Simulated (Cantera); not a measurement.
A Cantera script and its output.

```python
import numpy as np
import cantera as ct

surf = ct.Interface("diamond.yaml", "diamond_100")
gas, bulk = surf.adjacent["gas"], surf.adjacent["diamond"]
k = surf.kinetics_species_index(bulk.species_names[0])
cover = ["c6HH", "c6H*", "c6*H", "c6**", "c6HM", "c6B"]

rows, drift = [], 0.0
print(f"{'T':>10s}{'um/h':>11s}" + "".join(f"{s:>11s}" for s in cover))
for v in [925, 1000, 1075, 1150, 1225, 1300, 1375]:
    T, P, xH, xCH3 = v, 2200, 0.00039, 0.00028
    gas.TPX = T, P, {"H": xH, "CH3": xCH3, "CH4": 0.0065, "H2": 1 - xH - xCH3 - 0.0065}
    surf.TP = bulk.TP = T, P
    surf.coverages = "c6H*:0.1, c6HH:0.9"
    surf.advance_coverages(100.0)
    before = surf.coverages
    surf.advance_coverages(100.0)
    drift = max(drift, np.max(np.abs(surf.coverages - before) / (surf.coverages + 1e-9)))
    rate = surf.net_production_rates[k] * bulk.mean_molecular_weight / bulk.density * 3.6e9
    rows.append([rate, *surf[cover].coverages])
    print(f"{v:10.4g}{rate:11.4e}" + "".join(f"{x:11.3e}" for x in rows[-1][1:]))
```

Result:

```
         T       um/h       c6HH       c6H*       c6*H       c6**       c6HM        c6B
       925 1.1516e+00  4.348e-01  7.750e-03  1.994e-01  2.717e-03  2.791e-01  3.125e-09
      1000 1.1403e+00  4.963e-01  1.456e-02  2.980e-01  5.669e-03  1.347e-01  3.094e-09
      1075 5.6654e-01  5.277e-01  2.318e-02  3.900e-01  9.539e-03  3.176e-02  1.537e-09
      1150 3.0064e-01  5.107e-01  3.058e-02  4.336e-01  1.265e-02  5.497e-03  8.158e-10
      1225 2.5202e-01  4.931e-01  3.687e-02  4.499e-01  1.476e-02  9.705e-04  6.839e-10
      1300 1.7886e-01  4.884e-01  4.218e-02  4.508e-01  1.603e-02  1.818e-04  4.854e-10
      1375 6.6392e-02  4.958e-01  4.642e-02  4.408e-01  1.626e-02  3.855e-05  1.802e-10
```

Detailed kinetics in Cantera: the Harris–Goodwin 1993 mechanism for the reconstructed diamond (100) surface.
